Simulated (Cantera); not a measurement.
**Adiabatic ignition**

An adiabatic, constant-volume homogeneous reactor starts with CO : H₂ : O₂ : N₂ = 1 : 0.071 : 1.78 : 6.78 (molar parts), equivalence ratio 0.30, at 1248 K and 2.27 atm.

Cantera simulation using GRI-Mech 3.0 (53 species, 325 reactions); the numbers are that mechanism's predictions, not measurements. The hydrogen kinetics of GRI-Mech 3.0 are dated; newer H2 mechanisms differ, most at raised pressure.

| t (s) | T (K) | P (bar) | x CO | x H₂ | x O₂ | x O | x H | x NO | x CO₂ |
|---|---|---|---|---|---|---|---|---|---|
| 7.00e-6 | 1248 | 2.30 | 0.104 | 0.00737 | 0.185 | 4.41e-8 | 1.21e-8 | <1e-12 | 5.36e-8 |
| 2.03e-5 | 1248 | 2.30 | 0.104 | 0.00737 | 0.185 | 6.72e-7 | 2.22e-7 | <1e-12 | 8.85e-7 |
| 5.86e-5 | 1260 | 2.32 | 0.103 | 0.00625 | 0.183 | 0.000738 | 0.000269 | 2.79e-9 | 0.00130 |
| 0.000170 | 1934 | 3.44 | 0.0283 | 0.000210 | 0.141 | 0.0127 | 0.00123 | 1.99e-5 | 0.0792 |
| 0.000491 | 2259 | 3.95 | 0.00409 | 4.26e-5 | 0.137 | 0.00203 | 7.14e-5 | 0.000204 | 0.105 |
| 0.00142 | 2291 | 3.99 | 0.00168 | 1.98e-5 | 0.136 | 0.000901 | 2.13e-5 | 0.000442 | 0.108 |
| 0.00411 | 2290 | 3.99 | 0.00161 | 1.92e-5 | 0.136 | 0.000872 | 2.03e-5 | 0.000983 | 0.108 |
| 0.0119 | 2287 | 3.99 | 0.00158 | 1.89e-5 | 0.135 | 0.000851 | 1.98e-5 | 0.00242 | 0.108 |
| 0.0345 | 2278 | 3.97 | 0.00151 | 1.82e-5 | 0.134 | 0.000808 | 1.86e-5 | 0.00559 | 0.108 |
| 0.0998 | 2268 | 3.95 | 0.00143 | 1.73e-5 | 0.132 | 0.000755 | 1.72e-5 | 0.00966 | 0.108 |
| 0.289 | 2264 | 3.95 | 0.00140 | 1.70e-5 | 0.131 | 0.000736 | 1.68e-5 | 0.0111 | 0.108 |
| 0.836 | 2264 | 3.95 | 0.00140 | 1.70e-5 | 0.131 | 0.000736 | 1.67e-5 | 0.0112 | 0.108 |
| 2.42 | 2264 | 3.95 | 0.00140 | 1.70e-5 | 0.131 | 0.000736 | 1.67e-5 | 0.0112 | 0.108 |
| 7.00 | 2264 | 3.95 | 0.00140 | 1.70e-5 | 0.131 | 0.000736 | 1.67e-5 | 0.0112 | 0.108 |
x: mole fraction; the columns are a selection and need not sum to one.

The time of steepest temperature rise is 76.6 µs, the temperature at 7.00 s comes out as 2264 K and the equilibrium temperature is 2264 K. The x(CO) at 7.00 s comes out as 0.00140 (gas-phase equilibrium 0.00140) and the x(H₂) at 7.00 s is 1.70e-5 (gas-phase equilibrium 1.70e-5). The x(O₂) at 7.00 s is 0.131 (gas-phase equilibrium 0.131).
